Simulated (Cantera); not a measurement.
# Premixed flame

A freely propagating, adiabatic, planar premixed flame of 21.2 % H₂, 16.5 % O₂, 62.3 % N₂, unburnt at 573 K and 3750 Torr; mixture-averaged transport, grid criteria slope 0.08 and curve 0.16, no radiation.

Model: the H2/O2 subset of GRI-Mech 3.0, which has no nitrogen chemistry, integrated in Cantera. The hydrogen kinetics of GRI-Mech 3.0 are dated; newer H2 mechanisms differ, most at raised pressure. Burning velocities carry a grid error of a few per cent, more on coarse grids. Lean hydrogen flames are cellular in practice and burn faster than this planar one.

```tsv
z (mm)	T (K)	u (m/s)	x H₂	x O₂	x H₂O	x HO₂	x H	x H₂O₂
-0.182	573	2.62	0.211	0.166	8.25e-7	1.24e-8	<1e-8	<1e-8
-0.121	573	2.62	0.210	0.166	1.31e-5	2.60e-7	<1e-8	3.77e-8
-0.0908	575	2.61	0.206	0.167	0.000104	2.68e-6	<1e-8	3.93e-7
-0.0605	584	2.62	0.195	0.169	0.000812	2.68e-5	<1e-8	3.89e-6
-0.0303	707	3.05	0.153	0.171	0.0146	0.000609	3.96e-5	7.33e-5
-0.0151	997	4.20	0.110	0.158	0.0547	0.000705	0.00109	0.000111
0	1363	5.66	0.0624	0.126	0.118	0.000393	0.00480	2.86e-5
0.0151	1625	6.73	0.0292	0.0959	0.170	0.000220	0.00715	5.81e-6
0.0303	1776	7.34	0.0147	0.0803	0.195	0.000136	0.00631	3.46e-6
0.0605	1922	7.91	0.00680	0.0721	0.211	6.89e-5	0.00330	2.02e-6
0.121	2021	8.29	0.00313	0.0702	0.220	2.96e-5	0.00102	1.17e-6
0.242	2071	8.47	0.00116	0.0701	0.225	1.14e-5	0.000223	6.62e-7
0.484	2089	8.54	0.000424	0.0704	0.227	5.51e-6	5.06e-5	4.17e-7
```
x: mole fraction of selected species; z is measured from the peak of heat release.

- laminar burning velocity: 262 cm/s
- thermal thickness: 0.0605 mm
- peak x(HO₂): 0.000810
- peak x(H): 0.00718
- peak x(H₂O₂): 0.000116
- grid points: 108
